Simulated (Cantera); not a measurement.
# Thermodynamics of boron, boron nitride and boron oxide, feed B2O3 + NH3 + N2

Charge: 1 mol B2O3, 0.33 mol NH3, 0.00043 mol N2, equilibrated at 0.133 bar.

Equilibrium computed with Cantera from the NASA thermochemical tables; the gas is ideal and each condensed phase is pure. Candidate condensed phases: B, BN, B2O3, B3O3H3, H2O; 39 gas species. The numbers say what is thermodynamically allowed, not how fast it happens.

From 2048 K to 2348 K nothing is condensed. The main B-bearing gas is B2O3 throughout.

```tsv
T (K)	x B2O3	x H2	x HBO2	x N2	x HBO	x BO	x B2O2	x H
2048	0.480	0.209	0.115	0.0990	0.0505	0.00940	0.0310	0.00280
2073	0.477	0.207	0.117	0.0989	0.0511	0.0110	0.0310	0.00328
2098	0.474	0.205	0.119	0.0988	0.0518	0.0128	0.0310	0.00381
2123	0.471	0.203	0.121	0.0987	0.0523	0.0148	0.0309	0.00442
2148	0.468	0.200	0.123	0.0985	0.0528	0.0171	0.0308	0.00511
2173	0.465	0.198	0.124	0.0983	0.0531	0.0196	0.0306	0.00588
2198	0.462	0.196	0.126	0.0981	0.0534	0.0224	0.0304	0.00675
2223	0.458	0.193	0.128	0.0979	0.0536	0.0255	0.0300	0.00771
2248	0.454	0.191	0.130	0.0977	0.0537	0.0289	0.0297	0.00879
2273	0.450	0.188	0.132	0.0974	0.0537	0.0326	0.0292	0.00998
2298	0.446	0.185	0.133	0.0972	0.0536	0.0367	0.0287	0.0113
2323	0.442	0.182	0.135	0.0969	0.0534	0.0411	0.0281	0.0127
2348	0.437	0.179	0.137	0.0965	0.0531	0.0458	0.0275	0.0143
```
x: gas mole fraction; nothing condenses.
